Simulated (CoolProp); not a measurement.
Ethane at 298.15 K and 0.765 MPa is throttled through a valve to 0.14 MPa with no heat exchange. Each further row changes one setting.

The numbers come from the reference Helmholtz-energy equation of state, Bücker 2006 in CoolProp.

```tsv
case	temperature change (K)	final density (kg/m³)
as stated	-7.2	1.76
outlet pressure 0.042 MPa	-8.3	0.526
outlet pressure 0.182 MPa	-6.7	2.29
```
